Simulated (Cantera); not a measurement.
## Premixed flame

A freely propagating, adiabatic, planar premixed flame of H₂ : O₂ : N₂ = 1 : 0.455 : 1.71 (molar parts), unburnt at 548 K and 0.300 bar; mixture-averaged transport, grid criteria slope 0.08 and curve 0.16, no radiation.

Model: the H2/O2 subset of GRI-Mech 3.0, which has no nitrogen chemistry, integrated in Cantera. Burning velocities carry a grid error of a few per cent, more on coarse grids.

```
z (mm)  T (K)  u (m/s)    x H₂    x O₂    x HO₂       x H       x O   x H₂O₂
------  -----  -------  ------  ------  -------  --------  --------  -------
-6.57     548     5.97   0.316   0.144    <1e-8     <1e-8     <1e-8    <1e-8
-4.38     548     5.97   0.316   0.144    <1e-8     <1e-8     <1e-8    <1e-8
-3.29     548     5.97   0.316   0.144    <1e-8     <1e-8     <1e-8    <1e-8
-2.19     548     5.97   0.316   0.144  9.61e-8   1.16e-8     <1e-8    <1e-8
-1.10     554     6.02   0.315   0.144  9.65e-5  0.000111   3.87e-6  1.08e-6
-0.548    703     7.54   0.291   0.140  8.25e-5   0.00635  0.000189  5.01e-6
0        1139     11.8   0.165  0.0968  3.12e-5    0.0556   0.00641  1.47e-6
0.548    1445     14.8  0.0665  0.0355  1.04e-5    0.0852    0.0133  1.45e-6
1.10     1575     16.0  0.0578  0.0262  6.76e-6    0.0784    0.0136  9.95e-7
2.19     1724     17.3  0.0593  0.0226  4.93e-6    0.0645    0.0124  5.50e-7
4.38     1883     18.7  0.0599  0.0192  3.54e-6    0.0500    0.0105  2.86e-7
8.76     2045     20.0  0.0584  0.0156  2.47e-6    0.0365   0.00803  1.57e-7
17.5     2197     21.3  0.0548  0.0120  1.74e-6    0.0250   0.00558  1.00e-7
```
x: mole fraction of selected species; z is measured from the peak of heat release.

| Property | Value |
|---|---|
| laminar burning velocity | 597 cm/s |
| thermal thickness | 2.19 mm |
| peak x(HO₂) | 0.000125 |
| peak x(H) | 0.0852 |
| peak x(O) | 0.0137 |
| peak x(H₂O₂) | 5.30e-6 |
